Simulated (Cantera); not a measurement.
Charge: 1 mol Si, 3.8 mol HBr, 2.4 mol H2, equilibrated at 1098.15 K.

Equilibrium computed with Cantera from the NASA thermochemical tables; the gas is ideal and each condensed phase is pure. Candidate condensed phases: Br2, Si; 19 gas species. The numbers say what is thermodynamically allowed, not how fast it happens.

**Question.** What share of the Si ends up in condensed phases as a function of P (Pa), at 1, 10, 100, 1000, 10000, 100000?

**Answer.** 
| P (Pa) | Si condensed (%) | as |
|---|---|---|
| 1 | 0.0 | - |
| 10 | 0.0 | - |
| 100 | 9.4 | Si(s) |
| 1000 | 12.5 | Si(s) |
| 10000 | 10.2 | Si(s) |
| 100000 | 6.2 | Si(s) |
